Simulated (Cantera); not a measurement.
An isothermal, constant-pressure homogeneous reactor starts with H2 : O2 = 0.016 : 1 (molar parts), equivalence ratio 0.0080, at 1275 K and 100 Pa.

Detailed kinetics in Cantera: GRI-Mech 3.0 (53 species, 325 reactions). Radical loss at walls, strong at low pressure, is not modelled.

x: mole fraction; the columns are a selection and need not sum to one.

```csv
t (s),x H2,x O2,x H2O,x H,x HO2,x H2O2
0.000100,0.0157,0.984,<1e-12,3.61e-10,4.06e-10,<1e-12
0.000313,0.0157,0.984,1.69e-11,9.05e-10,1.27e-9,<1e-12
0.000979,0.0157,0.984,3.70e-10,1.79e-9,3.97e-9,<1e-12
0.00306,0.0157,0.984,…,…,…,3.33e-12
0.00959,0.0157,0.984,…,…,…,3.16e-11
0.0300,0.0157,0.984,4.10e-5,5.55e-6,1.19e-7,2.75e-10
0.0939,0.000147,0.970,0.0143,0.000976,8.21e-8,2.32e-9
0.294,9.89e-5,0.970,0.0144,0.000893,7.68e-8,1.95e-9
0.919,9.68e-5,0.970,0.0145,0.000864,7.61e-8,1.94e-9
2.88,9.08e-5,0.971,0.0146,0.000781,7.40e-8,1.93e-9
9.00,7.50e-5,0.973,0.0148,0.000578,6.81e-8,1.88e-9
```

**Question.** What belongs in the gaps?

**Answer.** 
- 0.00306, x H2O: 6.37e-9
- 0.00306, x H: 3.95e-9
- 0.00306, x HO2: 1.24e-8
- 0.00959, x H2O: 1.42e-7
- 0.00959, x H: 2.59e-8
- 0.00959, x HO2: 3.88e-8
